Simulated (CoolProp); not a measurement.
Vapour-liquid equilibrium of methanol (1) + ethanol (2) at 8.45 °C; x and y are mole fractions of (1).

The numbers come from the multi-fluid Helmholtz-energy mixture model, de Reuck 1993 and Schroeder 2014; pair parameters Bell 2016 in CoolProp.

**Question.** Give the bubble pressure and the first vapour's composition at x = 0.05, 0.85, 0.95. Is there an azeotrope?

**Answer.** x = 0.05: 0.003057 MPa, y = 0.115; x = 0.85: 0.006165 MPa, y = 0.932; x = 0.95: 0.006583 MPa, y = 0.979. No azeotrope shows between x = 0.05 and 0.95.

Pair parameters are fitted to limited data, so mixtures are less certain than the pure fluids. The gap from Raoult's law changes sign with composition, which may be real or a fault of the pair parameters; it wasn't checked against measurements.
